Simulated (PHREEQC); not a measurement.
Dissolve 0.0015 mol NH4Br, 0.00017 mol K2SiO3 and 0.038 mol MgCl2 per kg of water at 26 °C. Closed to the air; pH follows from the charge balance.

Equilibrium calculation in PHREEQC: ion-association model, wateq4f.dat.

This is a speciation only: nothing precipitates in the calculation.

Predict the pH.

pH 8.69.

In which forms is Si present?

H4SiO4 91 %, H3SiO4- 9.2 % of the Si.

The solution is supersaturated, for example in Quartz (slow to form), so a real one may precipitate; this is no full list.
